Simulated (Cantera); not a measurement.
Feed: 1 mol Si3N4, 0.48 mol CO2, 17 mol H2, equilibrated at 8.20 bar.

Method: chemical equilibrium by Gibbs-energy minimisation in Cantera with the NASA 1993 tables (ideal gas, pure condensed phases). Candidate condensed phases: C, C6H6, C7H8, C8H18, H2O, Si, SiC, SiO2, Si2N2O, Si3N4; 151 gas species. Mutual solubility and eutectic melting of coexisting phases are not modelled. Kinetics and transport are ignored.

Task: At 1550 K, list the 4 most abundant gas species with their mole fractions, and the condensed phases.

Result: H2 0.966, N2 0.0186, CH4 0.0155, HCN 0.000199. Condensed: C(graphite) + Si2N2O(s) + Si3N4(s).
